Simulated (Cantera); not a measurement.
A closed system holds: 1 mol Ca(OH)2, 0.057 mol H2, 4.9 mol O2, equilibrated at 1425 °C and 0.690 bar.

Equilibrium computed with Cantera from the NASA thermochemical tables; the gas is ideal and each condensed phase is pure. Candidate condensed phases: Ca, CaO, Ca(OH)2, H2O; 14 gas species. The numbers say what is thermodynamically allowed, not how fast it happens.

Base state: O2 0.821, H2O 0.178, OH 0.000739, O 4.78e-5 (mole fractions); condensed: CaO(s).

Problem. What changes in the equilibrium state with this change: 0.02 mol CH4 added?

Solution. 
```csv
species,before,after
O2,0.821,0.812
H2O,0.178,0.184
CO2,0,0.00336
OH,0.000739,0.000749
O,4.78e-5,4.75e-5
"CaO(s), mol",1.000,1.000
```
Further candidate phases: C, C6H6, C7H8, C8H18, CaCO3.

Problem. What changes in the equilibrium state with this change: temperature from 1425 °C to 1875 °C?

Solution. 
```json
[
 {"species": "O2", "before": "0.821", "after": "0.816"},
 {"species": "H2O", "before": "0.178", "after": "0.173"},
 {"species": "OH", "before": "0.000739", "after": "0.00815"},
 {"species": "Ca(OH)2", "before": "1.12e-6", "after": "5.15e-5"},
 {"species": "H", "before": "3.76e-7", "after": "6.90e-5"},
 {"species": "O", "before": "4.78e-5", "after": "0.00210"},
 {"species": "CaO(s), mol", "before": "1.000", "after": "1.000"}
]
```
